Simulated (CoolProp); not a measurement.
Properties of methanol at several states.

Computed with CoolProp (reference Helmholtz-energy equation of state, de Reuck 1993).

| T (°C) | p (kPa) | phase | Z | cv (kJ/(kg K)) | speed of sound (m/s) | viscosity (µPa s) | Prandtl number | fugacity coefficient |
|---|---|---|---|---|---|---|---|---|
| 138.65 | 2180 | liquid | 0.03066 | 2.826 | 742.8 | 155 | 3.16 | ___ |
| -50.55 | 167 | liquid | 0.003369 | 1.805 | 1374 | 2300 | ___ | 0.0004479 |
| 175.95 | 1780 | gas | 0.8318 | 2.622 | ___ | 14.0 | 1.48 | 0.8677 |
| 147.15 | 15.9 | gas | 0.9985 | 1.408 | ___ | 13.7 | 0.825 | 0.9985 |
| -80.35 | 11.6 | liquid | 0.0002613 | 1.766 | 1508 | ___ | 59.8 | 0.0002071 |
| 146.65 | 1800 | liquid | 0.02532 | 2.882 | 704.3 | ___ | 3.05 | 0.6193 |

Question: Some entries are withheld; supply them.

Answer: 
- 138.65, fugacity coefficient: 0.4295
- -50.55, Prandtl number: 24.0
- 175.95, speed of sound (m/s): 329.1
- 147.15, speed of sound (m/s): 359.2
- -80.35, viscosity (µPa s): 5920
- 146.65, viscosity (µPa s): 143

Viscosity comes from a separate model (Xiang 2006). Thermal conductivity comes from a separate model (Sykioti 2013).
